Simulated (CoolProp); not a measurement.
The numbers come from the reference Helmholtz-energy equation of state, McLinden 2020 in CoolProp.

Question: For R1336mzz(Z), give the phase and the density (kg/m³), cp (kJ/(kg K)), cv (kJ/(kg K)), fugacity coefficient at 232.4 K and 46.6 bar; 276.9 K and 46.6 bar.

Answer: 
- 232.4 K and 46.6 bar: liquid; density 1530, cp 1.08, cv 0.786, fugacity coefficient 0.000616
- 276.9 K and 46.6 bar: liquid; density 1430, cp 1.17, cv 0.868, fugacity coefficient 0.00783
